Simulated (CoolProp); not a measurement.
Vapour-liquid equilibrium of CHF3 (R23) (1) + sulfur hexafluoride (2) at 1.87 MPa; x and y are mole fractions of (1).

Values from CoolProp's multi-fluid Helmholtz-energy mixture model, Penoncello 2003 and Guder 2009; pair parameters Bell 2016.

| x | bubble temperature, mixture model (°C) | bubble temperature, Raoult's law (°C) | y, mixture model | y, Raoult's law |
|---|---|---|---|---|
| 0.05 | 10.1 | 13.4 | 0.125 | 0.095 |
| 0.15 | [?] | 9.9 | 0.306 | 0.259 |
| 0.25 | [?] | 6.7 | [?] | 0.398 |
| 0.35 | -5.5 | 3.8 | 0.509 | 0.517 |
| 0.45 | -7.6 | 1.2 | [?] | 0.620 |
| 0.55 | -9.2 | -1.3 | 0.640 | 0.709 |
| 0.65 | -10.3 | -3.5 | 0.703 | 0.788 |
| 0.75 | -10.9 | -5.6 | 0.770 | 0.857 |
| 0.85 | -11.1 | -7.6 | 0.848 | 0.919 |
| 0.95 | -10.7 | -9.4 | 0.943 | 0.974 |

Some entries are withheld; supply them.


- 0.15, bubble temperature, mixture model (°C): 2.5
- 0.25, bubble temperature, mixture model (°C): -2.3
- 0.25, y, mixture model: 0.424
- 0.45, y, mixture model: 0.578

The largest gap from Raoult's law is -9.3 K in bubble temperature, at x = 0.35. y crosses x between x = 0.75 and 0.85: the model has an azeotrope there.

Pair parameters are fitted to limited data, so mixtures are less certain than the pure fluids.
